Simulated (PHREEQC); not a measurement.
Dissolve 86 mmol/kgw HF, 1.7 mmol/kgw NH4F, 22 mmol/kgw H2SiF6 and 0.34 mmol/kgw H3PO4 at 25 °C. Closed to the air; pH follows from the charge balance.

Model: ion-association model, phreeqc.dat, run in PHREEQC.

```
quantity                    before     after
------------------------  --------  --------
pH                            1.42      1.41
ionic strength (mol/kgw)    0.0686    0.0694
HF (mol/kgw)                0.0845    0.0837
F- (mol/kgw)               0.00192   0.00261
HF2- (mol/kgw)            0.000623  0.000681
H3PO4 (mol/kgw)           0.000277  0.000265
SI of Quartz (SiO2)          -5.63     -7.01
```

Question: What was changed between the two runs?
A) H3PO4 from 0.00034 to 0.00051 mol/kgw
B) temperature from 25 to 5 °C
C) HF from 0.086 to 0.172 mol/kgw
D) diluted 10-fold with water

Answer: B, temperature from 25 to 5 °C

No solid was allowed to form. At this temperature some constants are extrapolated from 25 °C, and those without enthalpy data are left unchanged. SiF6-2 is the database's only silicon fluoride.
